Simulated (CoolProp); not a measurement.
Vapour pressure (MPa) of carbonyl sulfide: the reference equation beside estimates from Tc = 105.6 °C, pc = 6.369 MPa, ω = 0.098.

The numbers come from the reference Helmholtz-energy equation of state, Lemmon 2006 in CoolProp. It is a short technical equation, of lower accuracy than the large ones.

| T (°C) | reference | van der Waals | Redlich-Kwong | Peng-Robinson |
|---|---|---|---|---|
| -99.65 | 0.004790 | 0.09541 | 0.003913 | 0.005212 |
| -78.65 | 0.02170 | [?] | 0.02066 | 0.02267 |
| -57.65 | [?] | 0.4043 | 0.07296 | [?] |
| -36.65 | 0.1821 | 0.6937 | 0.1958 | 0.1834 |
| -15.75 | 0.3949 | [?] | [?] | 0.3953 |
| 5.25 | 0.7578 | 1.630 | 0.8297 | 0.7571 |
| 26.25 | 1.322 | 2.309 | [?] | 1.322 |
| 47.25 | 2.142 | [?] | 2.299 | 2.148 |
| 68.25 | 3.279 | 4.147 | 3.457 | 3.299 |
| 89.15 | 4.801 | 5.318 | 4.942 | 4.835 |

Problem. What belongs in the gaps?

Solution. 
- -78.65, van der Waals: 0.2115
- -57.65, reference: 0.07065
- -57.65, Peng-Robinson: 0.07209
- -15.75, van der Waals: 1.096
- -15.75, Redlich-Kwong: 0.4315
- 26.25, Redlich-Kwong: 1.437
- 47.25, van der Waals: 3.145

Absolute difference from the reference over all 10 rows, mean and median: van der Waals 397.1 and 146.3 %, Redlich-Kwong 7.7 and 7.4 %, Peng-Robinson 1.8 and 0.7 %.
